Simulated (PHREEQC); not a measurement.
## Acid rinse or clean (model solution)

Consider water at 25 °C with 0.0017 mol HCl, 0.0025 mol ZnSO4 and 0.00017 mol MnSO4 per kg of water. Closed to the air; pH follows from the charge balance.

Computed with PHREEQC (ion-association model, wateq4f.dat).

```
Quantity                  Result
----------------  --------------
pH                          2.86
ionic strength    0.0101 mol/kgw
total alkalinity    -1.70 meq/kg
```

| species | molality | activity | log γ |
|---|---|---|---|
| Zn+2 | 0.00205 | 0.00138 | -0.171 |
| SO4-2 | 0.00200 | 0.00133 | -0.177 |
| Cl- | 0.00169 | 0.00152 | -0.046 |
| H+ | 0.00150 | 0.00137 | -0.040 |
| ZnSO4 | 0.000432 | 0.000433 | 0.001 |
| HSO4- | 0.000197 | 0.000178 | -0.045 |
| Mn+2 | 0.000146 | 9.84e-5 | -0.171 |
| MnSO4 | 2.33e-5 | 2.33e-5 | 0.001 |
| Zn(SO4)2-2 | 7.11e-6 | 4.70e-6 | -0.180 |
| ZnCl+ | 6.30e-6 | 5.68e-6 | -0.045 |
| MnCl+ | 6.76e-7 | 6.11e-7 | -0.044 |

No solid was allowed to form. Species that the database lacks are ignored.
